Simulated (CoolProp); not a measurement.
Vapour-liquid equilibrium of R1234yf (1) + R152A (2) at 308.1 K; x and y are mole fractions of (1).

The numbers come from the multi-fluid Helmholtz-energy mixture model, Lemmon 2022 and Outcalt 1996; pair parameters Bell 2023 in CoolProp.

| x | bubble pressure (MPa) | y at the bubble point | dew pressure at overall composition x (MPa) | liquid density (mol/L) |
|---|---|---|---|---|
| 0.05 | 0.8114 | 0.067 | 0.8068 | 12.93 |
| 0.15 | 0.8417 | 0.184 | 0.8332 | 12.39 |
| 0.25 | 0.8645 | 0.287 | 0.8567 | 11.89 |
| 0.35 | 0.8813 | 0.382 | 0.8760 | 11.44 |
| 0.45 | 0.8932 | 0.473 | 0.8905 | 11.02 |
| 0.55 | 0.9008 | 0.563 | 0.8999 | 10.64 |
| 0.65 | 0.9047 | 0.654 | 0.9046 | 10.28 |
| 0.75 | 0.9052 | 0.748 | 0.9052 | 9.957 |
| 0.85 | 0.9027 | 0.846 | 0.9025 | 9.655 |
| 0.95 | 0.8975 | 0.947 | 0.8974 | 9.375 |

y crosses x between x = 0.65 and 0.75: the model has an azeotrope there.

Pair parameters are fitted to limited data, so mixtures are less certain than the pure fluids.
